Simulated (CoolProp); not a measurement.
Vapour-liquid equilibrium of CH2F2 (R32) (1) + R142b (2) at -32.35 °C; x and y are mole fractions of (1).

Computed with CoolProp (multi-fluid Helmholtz-energy mixture model, Tillner-Roth 1997 and Lemmon 2006; pair parameters Bell 2016).

| x | bubble pressure, mixture model (MPa) | bubble pressure, Raoult's law (MPa) | y, mixture model | y, Raoult's law |
|---|---|---|---|---|
| 0.05 | 0.04965 | 0.04613 | (withheld) | 0.269 |
| 0.15 | 0.07830 | 0.06737 | 0.605 | 0.552 |
| 0.25 | (withheld) | 0.08861 | 0.737 | 0.699 |
| 0.35 | (withheld) | 0.1098 | 0.810 | 0.790 |
| 0.45 | 0.1532 | 0.1311 | 0.857 | 0.851 |
| 0.55 | (withheld) | 0.1523 | 0.889 | 0.895 |
| 0.65 | 0.1900 | 0.1736 | 0.915 | 0.928 |
| 0.75 | 0.2062 | 0.1948 | 0.938 | 0.954 |
| 0.85 | 0.2221 | 0.2160 | 0.960 | 0.975 |
| 0.95 | (withheld) | 0.2373 | 0.985 | 0.993 |

Problem. Some entries are withheld; supply them.

Solution. 
- 0.05, y, mixture model: 0.315
- 0.25, bubble pressure, mixture model (MPa): 0.1059
- 0.35, bubble pressure, mixture model (MPa): 0.1310
- 0.55, bubble pressure, mixture model (MPa): 0.1727
- 0.95, bubble pressure, mixture model (MPa): 0.2389

The largest gap from Raoult's law is +19.5 % in bubble pressure, at x = 0.25. No azeotrope shows between x = 0.05 and 0.95.

Pair parameters are fitted to limited data, so mixtures are less certain than the pure fluids.
